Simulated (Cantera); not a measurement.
Input: 1 mol Cu, 0.035 mol CO2, 37 mol H2, held at 26.0 Pa.

These are equilibrium values from Cantera (NASA tables, ideal gas, pure condensed phases), not measurements of a reactor. Candidate condensed phases: C, C6H6, C7H8, C8H18, Cu, CuO, Cu(OH)2, Cu2O, H2O; 113 gas species. Equilibrium is a limit: real reactors are often held back by kinetics, nucleation or transport.

log p: log10 of the partial pressure in bar; n: condensed amount in mol.

```csv
T (°C),log p H2,log p Cu,log p H,log p CO,log p H2O,n Cu(s),n Cu(l)
552,-3.59,-14.51,-12.89,-6.61,-6.61,1.00,0
627,-3.59,-12.74,-11.73,-6.61,-6.61,1.00,0
702,-3.59,-11.25,-10.73,-6.61,-6.61,1.000,0
777,-3.59,-9.98,-9.88,-6.61,-6.61,1.000,0
852,-3.59,…,…,-6.61,-6.61,1.000,0
927,-3.59,-7.91,-8.50,-6.61,-6.61,0.998,0
1002,-3.59,-7.06,-7.93,-6.61,-6.61,0.988,0
1077,-3.59,-6.31,-7.42,-6.61,-6.61,0.930,0
1152,-3.59,-5.66,-6.96,-6.61,-6.61,0,0.688
1227,-3.60,-5.17,…,-6.62,-6.62,0,0
1302,-3.60,-5.17,-6.18,-6.62,-6.62,0,0
1377,-3.60,-5.17,-5.84,-6.62,-6.62,0,0
1452,-3.60,-5.17,-5.53,-6.62,-6.62,0,0
1527,-3.61,-5.17,-5.25,-6.63,-6.63,0,0
```

Some entries are withheld; supply them.


- 852, log p Cu: -8.87
- 852, log p H: -9.15
- 1227, log p H: -6.55
